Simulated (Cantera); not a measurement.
Input (Python, Cantera) and output of one run.

```python
import numpy as np
import cantera as ct

gas_names = """
    B BH BH2 BH3 BN B2 H H2 N NH NH2 NH3 N2 N2H2 N2H4
""".split()
cond_names = """
    B(b) B(L) BN(s)
""".split()


def load(file, names, dense=False):
    # The tables refer to 1 bar. Condensed volumes are neglected.
    table = {s.name: s for s in ct.Species.list_from_file(file)}
    out = []
    for n in names:
        d = dict(table[n].input_data)
        d["thermo"] = dict(d["thermo"], **{"reference-pressure": 1e5})
        if dense:
            d["equation-of-state"] = {"model": "constant-volume", "density": "1e6 g/cm^3"}
        out.append(ct.Species.from_dict(d))
    return out


gas = ct.Solution(thermo="ideal-gas", species=load("nasa_gas.yaml", gas_names))
cond = {s.name: ct.Solution(thermo="fixed-stoichiometry", species=[s], name=s.name)
        for s in load("nasa_condensed.yaml", cond_names, dense=True)}
atoms = {
    'B2H6': {'B': 2, 'H': 6},
    'N2': {'N': 2},
}
top_T = {'BN(s)': 3200}  # K; cautious upper limits of use, not melting points


def equilibrate(T, P, feed):
    n = {}
    for name, mol in feed.items():
        for a, k in atoms[name].items():
            n[a] = n.get(a, 0.0) + k * mol
    gas.TPX = T, P, n
    mass = sum(n.values()) * gas.mean_molecular_weight
    gas.equilibrate("TP")
    valid = [c for c in cond.values() if c.min_temp <= T <= top_T.get(c.name, c.max_temp)]
    mix = ct.Mixture([(gas, mass / gas.mean_molecular_weight)] + [(c, 0.0) for c in valid])
    mix.T, mix.P = T, P
    mix.equilibrate("TP", solver="vcs", rtol=1e-11, max_steps=5000)
    return mix


results = []
feed = {'B2H6': 1, 'N2': 11}  # mol
T = 2023  # K
P = 21  # Pa
mix = equilibrate(T, P, feed)
results.append((T, P, feed, dict(zip(mix.species_names, mix.species_moles))))
x = sorted(zip(gas.X, gas.species_names), reverse=True)
print(f"T = {T:g} K  P = {P:g} Pa  gas = {mix.phase_moles(0):.4g} mol")
print("   x: " + "  ".join(f"{s} {v:.3e}" for v, s in x if v > 1e-05))
print("   condensed (mol): " + ("  ".join(f"{mix.phase(i).name} {mix.phase_moles(i):.4g}"
      for i in range(1, mix.n_phases) if mix.phase_moles(i) > 1e-12) or "none"))
```

It prints:

```
T = 2023 K  P = 21 Pa  gas = 14.41 mol
   x: N2 7.631e-01  H2 1.802e-01  H 5.563e-02  B 9.266e-04  BH2 9.610e-05  BN 1.212e-05  BH 1.201e-05
   condensed (mol): B(b) 1.985
```

Method: chemical equilibrium by Gibbs-energy minimisation in Cantera with the NASA 1993 tables (ideal gas, pure condensed phases). The feed counts by its element totals alone. The tables' values for BH2 are old estimates; treat these amounts as uncertain.
